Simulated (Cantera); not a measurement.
Input: 1 mol Si2H6, 0.37 mol Cl2, 25 mol N2, 0.028 mol HCl, held at 1798 K and 10.0 Torr.

Method: chemical equilibrium by Gibbs-energy minimisation in Cantera with the NASA 1993 tables (ideal gas, pure condensed phases). Candidate condensed phases: NH4Cl, Si, Si3N4; 28 gas species. The feed counts by its element totals alone. The tables' values for SiCl, SiCl3 are old estimates; treat these amounts as uncertain. The numbers say what is thermodynamically allowed, not how fast it happens.

Base state: N2 0.874, H2 0.102, HCl 0.0158, SiCl2 0.00610, H 0.000976, Si 0.000188, Cl 0.000115, SiCl 9.35e-5 (mole fractions); condensed: Si3N4(s).

Q: What changes in the equilibrium state with this change: Si2H6 replaced by SiH2Cl2?

A: 
```json
[
 {"species": "N2", "before": "0.874", "after": "0.912"},
 {"species": "SiCl2", "before": "0.00610", "after": "0.0359"},
 {"species": "HCl", "before": "0.0158", "after": "0.0275"},
 {"species": "H2", "before": "0.102", "after": "0.0230"},
 {"species": "SiCl3", "before": "1.77e-5", "after": "0.000383"},
 {"species": "Si2N", "before": "1.18e-5", "after": "2.25e-6"},
 {"species": "Cl", "before": "0.000115", "after": "0.000424"},
 {"species": "Si", "before": "0.000188", "after": "8.11e-5"},
 {"species": "Si3N4(s), mol", "before": "0.608", "after": "0"}
]
```
The tables' values for SiCl3, SiCl are old estimates; treat these amounts as uncertain.
